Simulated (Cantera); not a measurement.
A freely propagating, adiabatic, planar premixed flame of CO : H₂ : CH₄ : O₂ : N₂ = 1 : 0.059 : 0.29 : 1.25 : 4.69 (molar parts), equivalence ratio 0.89, unburnt at 600 K and 0.132 atm; mixture-averaged transport, grid criteria slope 0.08 and curve 0.16, no radiation.

Computed with Cantera and GRI-Mech 3.0 (53 species, 325 reactions). Burning velocities carry a grid error of a few per cent, more on coarse grids.

| quantity | before | after |
|---|---|---|
| laminar burning velocity | 228 cm/s | 175 cm/s |
| thermal thickness | 2.74 mm | 3.44 mm |
| peak x(CH₂) | 7.55e-6 | 4.73e-6 |
| peak x(HCN) | 6.66e-8 | 4.99e-8 |
| peak x(C₂H) | <1e-8 | <1e-8 |

Question: What was changed between the two runs?
A. O2 1.25 to 1.6 parts
B. inlet temperature 600 to 573 K
C. N2 4.69 to 6.1 parts
D. CH4 0.29 to 0.37 parts

Answer: C, N2 4.69 to 6.1 parts
